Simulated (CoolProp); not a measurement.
The fluid at 389.25 K and 13.9 MPa is throttled through a valve to 7.41 MPa with no heat exchange. The same conditions are run with several fluids, on thermodynamics alone (safety and materials aside).

Computed with CoolProp (reference Helmholtz-energy equation of state of each fluid (R22: Kamei 1995; nitrous oxide: Lemmon 2006; methane: Setzmann 1991; propylene: Lemmon 2013; R125: Lemmon 2005)).

Rank R22, nitrous oxide, methane, propylene, R125 by temperature change (K), highest first.

propylene (-9.9), R22 (-10.4), methane (-12.2), R125 (-13.4), nitrous oxide (-36.4)

| fluid | final density (kg/m³) |
|---|---|
| R22 | 778 |
| nitrous oxide | 151 |
| methane | 39.4 |
| propylene | 335 |
| R125 | 667 |
